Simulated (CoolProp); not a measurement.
Cyclopropane along the isobar 3.7 MPa: Z from the reference equation and from simpler models built on Tc = 125.5 °C, pc = 5.605 MPa, ω = 0.131; each cubic takes its own stable root.

Model: reference Helmholtz-energy equation of state, Polt 1992, in CoolProp. This equation is an older, rougher fit; its heat capacities, sound speeds and derivatives of the liquid may be far off and weren't checked against measurements.

| T (°C) | phase | reference | van der Waals | Redlich-Kwong | Soave-Redlich-Kwong | Peng-Robinson |
|---|---|---|---|---|---|---|
| 69.35 | liquid | 0.09973 | 0.1584 | 0.1143 | 0.1117 | 0.09866 |
| 78.05 | liquid | 0.1008 | 0.1611 | 0.1170 | 0.1142 | 0.1009 |
| 86.75 | liquid | 0.1025 | 0.1661 | 0.1211 | 0.1180 | 0.1044 |
| 95.45 | liquid | 0.1056 | 0.6652 | 0.1278 | 0.1241 | 0.1099 |
| 104.15 | gas | 0.6196 | 0.6968 | 0.6436 | 0.6353 | 0.6113 |
| 112.85 | gas | 0.6692 | 0.7226 | 0.6820 | 0.6780 | 0.6547 |
| 121.55 | gas | 0.7060 | 0.7444 | 0.7126 | 0.7115 | 0.6887 |
| 130.25 | gas | 0.7352 | 0.7632 | 0.7381 | 0.7392 | 0.7168 |
| 138.95 | gas | 0.7593 | 0.7798 | 0.7599 | 0.7626 | 0.7407 |
| 147.65 | gas | 0.7796 | 0.7945 | 0.7788 | 0.7830 | 0.7614 |
| 156.35 | gas | 0.7970 | 0.8077 | 0.7954 | 0.8008 | 0.7797 |
| 165.05 | gas | 0.8121 | 0.8196 | 0.8102 | 0.8166 | 0.7959 |
| 173.75 | gas | 0.8254 | 0.8304 | 0.8235 | 0.8307 | 0.8105 |
| 182.45 | gas | 0.8371 | 0.8402 | 0.8354 | 0.8435 | 0.8236 |
| 191.15 | gas | 0.8475 | 0.8492 | 0.8463 | 0.8550 | 0.8355 |
| 199.85 | gas | 0.8568 | 0.8575 | 0.8561 | 0.8655 | 0.8464 |

At some of these states van der Waals gives the other phase, because its saturation line lies elsewhere.
